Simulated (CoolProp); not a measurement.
The numbers come from the reference Helmholtz-energy equation of state, Lemmon 2006 in CoolProp. It is a short technical equation, of lower accuracy than the large ones.

Task: For acetone, give the phase and the cv (kJ/(kg K)), speed of sound (m/s), Joule-Thomson coefficient (K/MPa) at 389.5 K and 101 kPa; 431.2 K and 101 kPa; 452.1 K and 101 kPa.

Result: 
- 389.5 K and 101 kPa: gas; cv 1.45, speed of sound 243, Joule-Thomson coefficient 34.2
- 431.2 K and 101 kPa: gas; cv 1.55, speed of sound 257, Joule-Thomson coefficient 21.7
- 452.1 K and 101 kPa: gas; cv 1.60, speed of sound 263, Joule-Thomson coefficient 17.8
